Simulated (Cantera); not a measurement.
A jet of 1.09 % H₂, 13.0 % O₂, 85.9 % N₂, equivalence ratio 0.042 at 300 K and 0.0220 bar hits a platinum plate 2.1 cm away at a mass flux of 0.021 kg/m²/s; the plate temperature is set and raised in steps from an oxygen-covered start.

Model: Deutschmann's 1995 Pt surface mechanism with GRI-Mech 3.0 gas chemistry, integrated in Cantera. Catalytic surfaces can have several steady states; this one follows from the mechanism file's or the stated starting coverage.

x: mole fraction at the wall; θ: surface coverage.

| plate T (K) | wall x H₂ | wall x O₂ | wall x H₂O | wall x OH | θ free Pt | θ O* | θ OH* |
|---|---|---|---|---|---|---|---|
| 600 | 0.00348 | 0.123 | 0.0139 | <1e-8 | 0.0468 | 0.952 | ? |
| 650 | 0.00341 | 0.123 | 0.0139 | <1e-8 | 0.0507 | 0.948 | ? |
| 700 | 0.00304 | 0.122 | 0.0145 | <1e-8 | 0.0625 | 0.937 | ? |
| 750 | 0.00236 | 0.122 | 0.0157 | <1e-8 | 0.0919 | 0.907 | 0.000785 |
| 800 | 0.00173 | 0.121 | 0.0168 | <1e-8 | 0.140 | 0.859 | 0.000728 |
| 850 | 0.00131 | 0.121 | 0.0174 | 1.53e-8 | 0.201 | 0.798 | ? |
| 900 | 0.00104 | 0.121 | 0.0178 | 4.82e-8 | 0.269 | 0.730 | ? |
| 950 | 0.000869 | 0.120 | 0.0181 | 1.34e-7 | 0.341 | 0.659 | ? |

**Question.** Some entries are withheld; supply them.

**Answer.** 
- 600, θ OH*: 0.00166
- 650, θ OH*: 0.00114
- 700, θ OH*: 0.000881
- 850, θ OH*: 0.000663
- 900, θ OH*: 0.000591
- 950, θ OH*: 0.000518
